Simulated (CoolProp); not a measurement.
Vapour-liquid equilibrium of ethylbenzene (1) + o-xylene (2) at 571 kPa; x and y are mole fractions of (1).

Model: multi-fluid Helmholtz-energy mixture model, Zhou 2012 and Zhou 2012; pair parameters Bell 2016, in CoolProp.

```tsv
x	bubble temperature (°C)	y at the bubble point	dew temperature at overall composition x (°C)	liquid density (mol/L)
0.05	223.7	0.057	223.8	6.433
0.2	222.2	0.224	222.4	6.416
0.35	220.7	0.384	221.0	6.401
0.5	219.2	0.536	219.5	6.387
0.65	217.8	0.681	218.1	6.374
0.8	216.5	0.820	216.7	6.362
0.95	215.4	0.955	215.4	6.353
```

No azeotrope shows between x = 0.05 and 0.95.

The pair parameters rest on a limited set of measurements; away from them the model extrapolates.
